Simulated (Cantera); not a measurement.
Si₃N₄ + F₂ (nitride etching)

A closed system holds: 1 mol Si₃N₄, a varied amount of F₂, held at 823.15 K and 0.390 bar.

Equilibrium computed with Cantera from the NASA thermochemical tables; the gas is ideal and each condensed phase is pure. Candidate condensed phases: Si, Si₃N₄; 16 gas species. Rates play no part.

From 1.9 mol F₂ to 5.5 mol F₂ the condensed part is Si₃N₄(s). From 6.6 mol F₂ to 9.3 mol F₂ nothing is condensed. The main Si-bearing gas is SiF₄ throughout.

| n(F₂) (mol) | log p SiF₄ | log p N₂ | log p F₂ | log p NF₃ | log p F | n Si₃N₄(s) |
|---|---|---|---|---|---|---|
| 1.9 | -0.63 | -0.81 | <-12 | <-12 | <-12 | 0.683 |
| 2.3 | -0.63 | -0.81 | <-12 | <-12 | <-12 | 0.617 |
| 2.7 | -0.63 | -0.81 | <-12 | <-12 | <-12 | 0.550 |
| 3.3 | -0.63 | -0.81 | <-12 | <-12 | <-12 | 0.450 |
| 3.9 | -0.63 | -0.81 | <-12 | <-12 | <-12 | 0.350 |
| 4.6 | -0.63 | -0.81 | <-12 | <-12 | <-12 | 0.233 |
| 5.5 | -0.63 | -0.81 | <-12 | <-12 | <-12 | 0.0833 |
| 6.6 | -0.67 | -0.86 | -1.66 | -1.86 | -2.76 | 0 |
| 7.8 | -0.72 | -0.98 | -1.30 | -1.38 | -2.58 | 0 |
| 9.3 | -0.78 | -1.12 | -1.11 | -1.16 | -2.49 | 0 |
log p: log10 of the partial pressure in bar; n: condensed amount in mol.
